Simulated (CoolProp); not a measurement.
Vapour-liquid equilibrium of CHF3 (R23) (1) + R134a (2) at -98.05 °C; x and y are mole fractions of (1).

Model: multi-fluid Helmholtz-energy mixture model, Penoncello 2003 and Tillner-Roth 1994; pair parameters Bell 2016, in CoolProp.

```tsv
x	bubble pressure, mixture model (MPa)	bubble pressure, Raoult's law (MPa)	y, mixture model	y, Raoult's law
0.05	0.002432	0.002469	0.731	0.735
0.15	0.005860	0.006031	[?]	0.903
0.25	[?]	0.009594	0.943	0.946
0.35	0.01271	0.01316	[?]	0.966
0.45	0.01621	0.01672	[?]	0.977
0.55	[?]	0.02028	0.984	0.985
0.65	[?]	0.02384	[?]	0.990
0.75	0.02709	0.02741	0.994	0.994
0.85	0.03079	0.03097	0.997	0.997
0.95	0.03448	0.03453	0.999	0.999
```

Task: Complete the blanks.

Result: 
- 0.15, y, mixture model: 0.899
- 0.25, bubble pressure, mixture model (MPa): 0.009269
- 0.35, y, mixture model: 0.964
- 0.45, y, mixture model: 0.976
- 0.55, bubble pressure, mixture model (MPa): 0.01978
- 0.65, bubble pressure, mixture model (MPa): 0.02341
- 0.65, y, mixture model: 0.989

The largest gap from Raoult's law is -3.4 % in bubble pressure, at x = 0.35. No azeotrope shows between x = 0.05 and 0.95.

Pair parameters are fitted to limited data, so mixtures are less certain than the pure fluids.
